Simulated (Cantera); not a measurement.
An adiabatic, constant-pressure homogeneous reactor starts with H2 : O2 : N2 : H2O = 1 : 1.04 : 3.92 : 1.7 (molar parts), equivalence ratio 0.48, at 1323 K and 1.01 bar.

Cantera simulation using the H2/O2 subset of GRI-Mech 3.0, which has no nitrogen chemistry; the numbers are that mechanism's predictions, not measurements.

x: mole fraction; the columns are a selection and need not sum to one.

```json
[
 {"t (s)": "2.00e-6", "T (K)": "1323", "x H2": "0.131", "x O2": "0.136", "x H2O": "0.222", "x H": "2.18e-8", "x HO2": "2.38e-8", "x H2O2": "5.74e-11", "x O": "4.29e-9"},
 {"t (s)": "4.85e-6", "T (K)": "1323", "x H2": "0.131", "x O2": "0.136", "x H2O": "0.222", "x H": "9.80e-8", "x HO2": "7.64e-8", "x H2O2": "3.82e-10", "x O": "2.35e-8"},
 {"t (s)": "1.18e-5", "T (K)": "1323", "x H2": "0.131", "x O2": "0.136", "x H2O": "0.222", "x H": "___", "x HO2": "___", "x H2O2": "___", "x O": "___"},
 {"t (s)": "2.85e-5", "T (K)": "1329", "x H2": "0.128", "x O2": "0.134", "x H2O": "0.224", "x H": "0.00113", "x HO2": "0.000142", "x H2O2": "3.19e-6", "x O": "0.000284"},
 {"t (s)": "6.91e-5", "T (K)": "1932", "x H2": "0.0134", "x O2": "0.0751", "x H2O": "0.345", "x H": "0.00701", "x HO2": "2.67e-5", "x H2O2": "9.72e-7", "x O": "0.00649"},
 {"t (s)": "0.000168", "T (K)": "2094", "x H2": "0.00393", "x O2": "0.0736", "x H2O": "0.365", "x H": "0.000939", "x HO2": "7.79e-6", "x H2O2": "4.11e-7", "x O": "0.00181"},
 {"t (s)": "0.000406", "T (K)": "2138", "x H2": "0.00137", "x O2": "0.0740", "x H2O": "0.371", "x H": "0.000189", "x HO2": "4.55e-6", "x H2O2": "3.00e-7", "x O": "0.000637"},
 {"t (s)": "0.000985", "T (K)": "2143", "x H2": "0.00108", "x O2": "0.0741", "x H2O": "0.372", "x H": "0.000134", "x HO2": "4.31e-6", "x H2O2": "2.95e-7", "x O": "0.000509"},
 {"t (s)": "0.00239", "T (K)": "2143", "x H2": "0.00108", "x O2": "0.0741", "x H2O": "0.372", "x H": "0.000133", "x HO2": "4.30e-6", "x H2O2": "2.95e-7", "x O": "0.000508"},
 {"t (s)": "0.00579", "T (K)": "2143", "x H2": "0.00108", "x O2": "0.0741", "x H2O": "0.372", "x H": "0.000133", "x HO2": "4.30e-6", "x H2O2": "2.95e-7", "x O": "0.000508"},
 {"t (s)": "0.0140", "T (K)": "2143", "x H2": "0.00108", "x O2": "0.0741", "x H2O": "0.372", "x H": "0.000133", "x HO2": "4.30e-6", "x H2O2": "2.95e-7", "x O": "0.000508"},
 {"t (s)": "0.0340", "T (K)": "2143", "x H2": "0.00108", "x O2": "0.0741", "x H2O": "0.372", "x H": "0.000133", "x HO2": "4.30e-6", "x H2O2": "2.95e-7", "x O": "0.000508"},
 {"t (s)": "0.0825", "T (K)": "2143", "x H2": "0.00108", "x O2": "0.0741", "x H2O": "0.372", "x H": "0.000133", "x HO2": "4.30e-6", "x H2O2": "2.95e-7", "x O": "0.000508"},
 {"t (s)": "0.200", "T (K)": "2143", "x H2": "0.00108", "x O2": "0.0741", "x H2O": "0.372", "x H": "0.000133", "x HO2": "4.30e-6", "x H2O2": "2.95e-7", "x O": "0.000508"}
]
```

Question: What belongs in the gaps?

Answer: 
- 1.18e-5, x H: 1.65e-6
- 1.18e-5, x HO2: 7.44e-7
- 1.18e-5, x H2O2: 4.94e-9
- 1.18e-5, x O: 4.15e-7
